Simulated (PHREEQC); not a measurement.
**Brine (model solution)**

Make-up at 5 °C: 0.23 mol/kgw Na2SO4, 0.21 mol/kgw MgSO4 and 1.1 mol/kgw MgCl2. Closed to the air; pH follows from the charge balance.

Model: Pitzer model, pitzer.dat, run in PHREEQC.

```yaml
ionic_strength: 4.83 mol/kgw
activity_of_water: 0.912
density: 1.131 g/cm³
osmotic_coefficient: 1.158
```

```
species  molality  activity   log γ
-------  --------  --------  ------
Cl-          2.20      1.21  -0.259
Mg+2         1.31      1.34   0.011
Na+         0.460     0.525   0.057
SO4-2       0.440   0.00416  -2.024
MgOH+     4.89e-7   4.44e-7  -0.042
H+        2.92e-7   6.59e-7   0.354
HSO4-     2.21e-7   1.53e-7  -0.159
OH-       2.34e-8   2.58e-9  -0.958
```

Precipitation was switched off in this run. Complexes and solids missing from the database can't appear. Away from 25 °C the constants follow the database's enthalpies or fits; those with neither stay at their 25 °C values.
